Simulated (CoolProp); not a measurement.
The fluid at 495.97 K and 0.308 MPa flows at 6.2 m/s in a round tube of 12.7 mm bore and 15 µm roughness, fully developed (64/Re and Nu = 3.66 if laminar; Colebrook and Gnielinski if turbulent). The same conditions are run with several fluids, on thermodynamics alone (safety and materials aside).

Model: reference Helmholtz-energy equation of state of each fluid (propylene: Lemmon 2013; R410A: Lemmon 2003; R507A: Lemmon 2003; methane: Setzmann 1991; isobutane: Bücker 2006), in CoolProp. Blends and air are pseudo-pure fits.

Question: Rank propylene, R410A, R507A, methane, isobutane by Reynolds number, highest first.

Answer: R507A (29800), isobutane (28600), R410A (20300), propylene (17800), methane (5590)

```json
[
 {"fluid": "propylene", "Darcy friction factor": "0.0289", "pressure drop (Pa/m)": "139", "heat-transfer coefficient (W/(m² K))": "175", "mass flow (kg/h)": "8.96"},
 {"fluid": "R410A", "Darcy friction factor": "0.0282", "pressure drop (Pa/m)": "233", "heat-transfer coefficient (W/(m² K))": "137", "mass flow (kg/h)": "15.4"},
 {"fluid": "R507A", "Darcy friction factor": "0.0264", "pressure drop (Pa/m)": "297", "heat-transfer coefficient (W/(m² K))": "189", "mass flow (kg/h)": "21.0"},
 {"fluid": "methane", "Darcy friction factor": "0.0376", "pressure drop (Pa/m)": "68.2", "heat-transfer coefficient (W/(m² K))": "99.9", "mass flow (kg/h)": "3.39"},
 {"fluid": "isobutane", "Darcy friction factor": "0.0266", "pressure drop (Pa/m)": "177", "heat-transfer coefficient (W/(m² K))": "262", "mass flow (kg/h)": "12.5"}
]
```

Transport values come from each fluid's own correlations; those of propylene are estimates that may be off by 10 % or more.
